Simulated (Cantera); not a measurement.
A closed system holds: 1 mol HMDSO, 0.6 mol O2, 32 mol N2, at 0.940 bar.

Method: chemical equilibrium by Gibbs-energy minimisation in Cantera with the NASA 1993 tables (ideal gas, pure condensed phases). Candidate condensed phases: C, C6H6, C7H8, C8H18, H2O, Si, SiC, SiO2, Si2N2O, Si3N4; 151 gas species. The feed counts by its element totals alone. N2 is the only nitrogen source here; it is nearly inert below about 1500 K, so the nitride shown seldom forms there in practice. Rates play no part.

### Question
At 1298 K, list the 7 most abundant gas species with their mole fractions, and the condensed phases.

### Answer
N2 0.753, H2 0.218, CO 0.0291, CH4 0.000355, HCN 8.22e-5, H2O 5.53e-5, NH3 1.04e-5. Condensed: C(graphite) + Si2N2O(s).
